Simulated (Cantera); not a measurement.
Premixed flame

A freely propagating, adiabatic, planar premixed flame of 49.2 % H2, 10.7 % O2, 40.2 % N2, equivalence ratio 2.3, unburnt at 625 K and 0.227 atm; multicomponent+Soret transport, grid criteria slope 0.08 and curve 0.16, no radiation.

Detailed kinetics in Cantera: the H2/O2 subset of GRI-Mech 3.0, which has no nitrogen chemistry. Burning velocities carry a grid error of a few per cent, more on coarse grids.

| z (mm) | T (K) | u (m/s) | x H2 | x O2 | x HO2 | x H2O | x OH | x H2O2 |
|---|---|---|---|---|---|---|---|---|
| -9.31 | 625 | 7.46 | 0.492 | 0.107 | <1e-8 | <1e-8 | <1e-8 | <1e-8 |
| -6.20 | 625 | 7.46 | 0.492 | 0.107 | <1e-8 | <1e-8 | <1e-8 | <1e-8 |
| -4.65 | 625 | 7.46 | 0.492 | 0.107 | <1e-8 | <1e-8 | <1e-8 | <1e-8 |
| -3.10 | 625 | 7.46 | 0.492 | 0.107 | 1.59e-6 | 2.04e-7 | <1e-8 | <1e-8 |
| -1.55 | 640 | 7.59 | 0.487 | 0.107 | 5.95e-5 | 0.000976 | 3.39e-5 | 5.98e-7 |
| -0.776 | 774 | 9.02 | 0.459 | 0.103 | 3.93e-5 | 0.0136 | 0.000241 | 5.22e-7 |
| 0 | 1124 | 12.8 | 0.335 | 0.0583 | 1.58e-5 | 0.107 | 0.00167 | 3.02e-7 |
| 0.776 | 1363 | 15.5 | 0.240 | 0.00621 | 1.67e-6 | 0.208 | 0.00243 | 1.59e-7 |
| 1.55 | 1452 | 16.4 | 0.236 | 0.000822 | 2.07e-7 | 0.220 | 0.00263 | 1.25e-7 |
| 3.10 | 1554 | 17.5 | 0.245 | 0.000456 | 1.06e-7 | 0.222 | 0.00312 | 1.13e-7 |
| 6.20 | 1668 | 18.6 | 0.256 | 0.000374 | 8.15e-8 | 0.223 | 0.00353 | 8.47e-8 |
| 12.4 | 1788 | 19.7 | 0.268 | 0.000271 | 5.81e-8 | 0.226 | 0.00367 | 5.19e-8 |
| 24.8 | 1902 | 20.8 | 0.279 | 0.000171 | 3.86e-8 | 0.228 | 0.00345 | 2.80e-8 |
x: mole fraction of selected species; z is measured from the peak of heat release.

| Property | Result |
|---|---|
| laminar burning velocity | 746 cm/s |
| thermal thickness | 3.10 mm |
| peak x(HO2) | 5.97e-5 |
| peak x(OH) | 0.00367 |
| peak x(H2O2) | 7.65e-7 |
| grid points | 147 |
